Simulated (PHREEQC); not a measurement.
A solution holds 0.00087 mol/kgw H2S, 0.00028 mol/kgw HCl and 0.0121 mol/kgw ZnCl2, at 80 °C. Closed to the air; pH follows from the charge balance.

The numbers come from PHREEQC with the ion-association model, phreeqc.dat.

This is a speciation only: nothing precipitates in the calculation.

Task: Order these Zn species by the share of Zn that they hold, largest first: ZnCl2, Zn(HS)2, ZnCl+, Zn+2.

Result: Zn+2 (79 %), ZnCl+ (18 %), Zn(HS)2 (3.5 %), ZnCl2 (0.34 %)

The pH is 3.02 and the ionic strength 0.0318 mol/kgw. Saturation is exceeded, for instance for Sphalerite (slow to form); the values hold only as long as no solid forms. Complexes and solids missing from the database can't appear. Away from 25 °C the constants follow the database's enthalpies or fits; those with neither stay at their 25 °C values.
